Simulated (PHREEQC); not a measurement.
FeCl3 is added in steps, without added water, to 1 kg of water holding 120 mmol/kgw NaHSO4, 0.044 mmol/kgw Na2HPO4 and 0.83 mmol/kgw KCl, at 25 °C. O2 is buffered at 0.21 atm. The system is closed to CO2. Only these solids could form: Fe(OH)3(a), Strengite, Jarosite-K, Jarosite-Na, Halite, Mirabilite.

Base run: PHREEQC, ion-association model, wateq4f.dat. Each further column changes one thing. The table gives pH.

```csv
FeCl3 added (mol),base,NaHSO4 from 0.12 to 0.108 mol/kgw,NaHSO4 from 0.12 to 0.6 mol/kgw,diluted 10-fold with water,no solid may form
0,1.39,1.42,[?],2.14,1.39
0.024,1.33,1.36,[?],1.94,1.33
0.048,1.29,1.32,[?],1.85,1.29
0.072,1.27,1.29,[?],1.80,1.27
0.096,1.25,1.28,[?],1.78,1.25
0.12,1.24,1.27,0.79,1.77,1.24
0.144,1.23,1.26,[?],1.76,1.23
0.168,1.23,1.26,0.77,1.76,1.23
0.192,1.22,1.25,0.76,1.76,1.22
0.216,1.22,1.25,0.75,1.77,1.22
0.24,1.21,1.25,[?],1.78,1.21
```

Task: Some entries are withheld; supply them.

Result: 
- 0, NaHSO4 from 0.12 to 0.6 mol/kgw: 0.87
- 0.024, NaHSO4 from 0.12 to 0.6 mol/kgw: 0.85
- 0.048, NaHSO4 from 0.12 to 0.6 mol/kgw: 0.84
- 0.072, NaHSO4 from 0.12 to 0.6 mol/kgw: 0.82
- 0.096, NaHSO4 from 0.12 to 0.6 mol/kgw: 0.81
- 0.144, NaHSO4 from 0.12 to 0.6 mol/kgw: 0.78
- 0.24, NaHSO4 from 0.12 to 0.6 mol/kgw: 0.74

The ionic strength passes 0.7 mol/kgw, the rough limit of the ion-association models, in part of: base; NaHSO4 from 0.12 to 0.108 mol/kgw; NaHSO4 from 0.12 to 0.6 mol/kgw; diluted 10-fold with water; no solid may form. H3PO4, which wateq4f.dat lacks, is added to it with the constant of phreeqc.dat.
